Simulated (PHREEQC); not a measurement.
Consider water at 80 °C with 0.013 mol/kgw AgF, 0.0012 mol/kgw NaCl and 0.019 mol/kgw Cu(NO3)2. Closed to the air; pH follows from the charge balance.

Computed with PHREEQC (ion-association model, wateq4f.dat).

Problem. The ionic strength comes out as 0.0647 mol/kgw. What activity coefficients do Ag+, CuF+, AgCl2-, Cu+2, CuCl+ get?

Solution. Ag+ 0.79, CuF+ 0.79, AgCl2- 0.79, Cu+2 0.41, CuCl+ 0.78.

This is a speciation only: nothing precipitates in the calculation. Examples of supersaturated solids here: Cerargyrite, Cu2(OH)3NO3. Others may be too. Complexes and solids missing from the database can't appear. At this temperature some constants are extrapolated from 25 °C, and those without enthalpy data are left unchanged.
